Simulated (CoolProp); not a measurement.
CH2F2 (R32) along the isobar 67.8 bar: density (kg/m³) from the reference equation and from simpler models built on Tc = 351.3 K, pc = 57.83 bar, ω = 0.277; each cubic takes its own stable root.

The numbers come from the reference Helmholtz-energy equation of state, Tillner-Roth 1997 in CoolProp.

```csv
T (K),phase,reference,van der Waals,Redlich-Kwong,Peng-Robinson
243.4,liquid,1165,613.2,878.8,1029
258.1,liquid,1122,594.5,844.0,992.0
272.8,liquid,1077,574.3,806.1,950.0
287.6,liquid,1028,551.9,764.1,901.8
302.3,liquid,974.2,527.0,717.3,846.2
317.1,liquid,911.8,498.2,663.2,779.4
331.8,liquid,835.7,463.5,598.2,695.8
346.6,liquid,724.6,416.9,509.9,576.1
361.3,supercritical,337.6,333.8,326.7,305.3
376,supercritical,206.0,208.7,202.7,199.9
390.8,supercritical,169.8,172.3,168.9,166.8
405.5,supercritical,149.3,152.5,149.6,147.4
420.3,supercritical,135.1,138.7,136.0,133.7
435,supercritical,124.5,128.3,125.7,123.4
```
